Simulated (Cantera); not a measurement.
A perfectly stirred reactor is fed with CO : H2 : O2 : N2 = 1 : 0.032 : 0.727 : 2.73 (molar parts), equivalence ratio 0.71, at 64000 Pa; it is adiabatic with a 575 K inlet, and is followed from long to short residence time, starting on the burning branch (τ in s: 0.065, 0.029, 0.013, 0.006, 0.0027, 0.0012, 0.00056, 0.00026, 0.00012, 5.3e-05, 2.4e-05, 1.1e-05, 4.9e-06).

Model: GRI-Mech 3.0 (53 species, 325 reactions), integrated in Cantera.

Problem. Predict: blow-out, bracketed by the residence times tried; x(CO) at τ = 65.0 ms; x(H2) at τ = 65.0 ms; x(O2) at τ = 65.0 ms; x(O) at τ = 65.0 ms; x(CO2) at τ = 65.0 ms; x(CO) at τ = 0.560 ms; x(H2) at τ = 0.560 ms; x(O2) at τ = 0.560 ms; x(O) at τ = 0.560 ms; x(CO2) at τ = 0.560 ms.

Solution. 
- blow-out, bracketed by the residence times tried: burning at 0.560 ms, out at 0.260 ms
- x(CO) at τ = 65.0 ms: 0.0281
- x(H2) at τ = 65.0 ms: 0.000157
- x(O2) at τ = 65.0 ms: 0.0629
- x(O) at τ = 65.0 ms: 0.00355
- x(CO2) at τ = 65.0 ms: 0.219
- x(CO) at τ = 0.560 ms: 0.114
- x(H2) at τ = 0.560 ms: 0.000485
- x(O2) at τ = 0.560 ms: 0.0986
- x(O) at τ = 0.560 ms: 0.0179
- x(CO2) at τ = 0.560 ms: 0.120
